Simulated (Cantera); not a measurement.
Input: 1 mol Si3N4, 0.0039 mol C, 0.45 mol N2, equilibrated at 11000 Pa.

Equilibrium computed with Cantera from the NASA thermochemical tables; the gas is ideal and each condensed phase is pure. Candidate condensed phases: C, Si, SiC, Si3N4; 20 gas species. Mutual solubility and eutectic melting of coexisting phases are not modelled. The tables' values for SiN are old estimates; treat these amounts as uncertain. Equilibrium is a limit: real reactors are often held back by kinetics, nucleation or transport.

log p: log10 of the partial pressure in bar; n: condensed amount in mol.

| T (K) | log p N2 | log p Si | log p Si2 | log p SiN | n SiC(s) | n Si3N4(s) | n Si(l) |
|---|---|---|---|---|---|---|---|
| 1925 | -0.96 | -4.94 | -7.19 | -5.92 | 0.00390 | 0.999 | 0 |
| 2000 | -0.96 | -4.36 | -6.35 | -5.42 | 0.00387 | 0 | 2.99 |
| 2075 | -0.96 | … | … | -5.13 | 0.00381 | 0 | 2.99 |
| 2150 | -0.96 | -3.65 | -5.49 | -4.86 | 0.00364 | 0 | 2.99 |
| 2225 | -0.96 | -3.33 | -5.10 | -4.60 | 0.00319 | 0 | 2.98 |
| 2300 | -0.96 | -3.03 | -4.75 | -4.37 | 0.00206 | 0 | 2.97 |
| 2375 | -0.97 | -2.75 | -4.41 | -4.15 | 0 | 0 | 2.95 |
| 2450 | -0.97 | … | … | -3.94 | 0 | 0 | 2.91 |
| 2525 | -0.98 | -2.24 | -3.80 | -3.75 | 0 | 0 | 2.84 |
| 2600 | -1.00 | -2.01 | -3.52 | -3.57 | 0 | 0 | 2.72 |

**Question.** Some entries are withheld; supply them.

**Answer.** 
- 2075, log p Si: -3.99
- 2075, log p Si2: -5.90
- 2450, log p Si: -2.49
- 2450, log p Si2: -4.10
